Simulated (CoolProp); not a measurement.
Vapour-liquid equilibrium of acetone (1) + benzene (2) at 389.7 K; x and y are mole fractions of (1).

Values from CoolProp's multi-fluid Helmholtz-energy mixture model, Lemmon 2006 and Thol 2012; pair parameters Bell 2016.

```json
[
 {"x": "0.05", "bubble pressure, mixture model (kPa)": "297.7", "bubble pressure, Raoult's law (kPa)": "290.1", "y, mixture model": "0.113", "y, Raoult's law": "0.096"},
 {"x": "0.2", "bubble pressure, mixture model (kPa)": "354.2", "bubble pressure, Raoult's law (kPa)": "332.4", "y, mixture model": "0.353", "y, Raoult's law": "0.336"},
 {"x": "0.35", "bubble pressure, mixture model (kPa)": "401.4", "bubble pressure, Raoult's law (kPa)": "374.8", "y, mixture model": "0.517", "y, Raoult's law": "0.521"},
 {"x": "0.5", "bubble pressure, mixture model (kPa)": "442.6", "bubble pressure, Raoult's law (kPa)": "417.2", "y, mixture model": "0.647", "y, Raoult's law": "0.669"},
 {"x": "0.65", "bubble pressure, mixture model (kPa)": "480.0", "bubble pressure, Raoult's law (kPa)": "459.6", "y, mixture model": "0.759", "y, Raoult's law": "0.790"},
 {"x": "0.8", "bubble pressure, mixture model (kPa)": "514.8", "bubble pressure, Raoult's law (kPa)": "501.9", "y, mixture model": "0.864", "y, Raoult's law": "0.890"},
 {"x": "0.95", "bubble pressure, mixture model (kPa)": "547.8", "bubble pressure, Raoult's law (kPa)": "544.3", "y, mixture model": "0.966", "y, Raoult's law": "0.975"}
]
```

The largest gap from Raoult's law is +7.1 % in bubble pressure, at x = 0.35. No azeotrope shows between x = 0.05 and 0.95.

The pair parameters rest on a limited set of measurements; away from them the model extrapolates.
